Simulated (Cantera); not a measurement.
Charge: 1 mol (CH3)2SiCl2, 0.058 mol CH4, 5.7 mol H2, equilibrated at 10.0 Torr.

Equilibrium computed with Cantera from the NASA thermochemical tables; the gas is ideal and each condensed phase is pure. Candidate condensed phases: C, C6H6, C7H8, C8H18, Si, SiC; 109 gas species. The feed counts by its element totals alone. The tables' values for SiCl3 are old estimates; treat these amounts as uncertain. Kinetics and transport are ignored. All values below are at 1350 K.

Base state: H2 0.797, HCl 0.202, SiCl2 0.000547, SiCl3 0.000104, SiCl4 9.95e-5, CH4 4.88e-5, SiHCl3 2.25e-5, H 1.84e-5 (mole fractions); condensed: C(graphite) + SiC(s).

What changes in the equilibrium state with this change: H2 from 5.7 to 1.7 mol?


```json
[
 {"species": "H2", "before": "0.797", "after": "0.662"},
 {"species": "HCl", "before": "0.202", "after": "0.334"},
 {"species": "SiCl2", "before": "0.000547", "after": "0.00180"},
 {"species": "SiCl4", "before": "9.95e-5", "after": "0.00108"},
 {"species": "SiCl3", "before": "0.000104", "after": "0.000626"},
 {"species": "SiHCl3", "before": "2.25e-5", "after": "0.000123"},
 {"species": "C(graphite), mol", "before": "1.07", "after": "1.08"},
 {"species": "SiC(s), mol", "before": "0.992", "after": "0.979"}
]
```
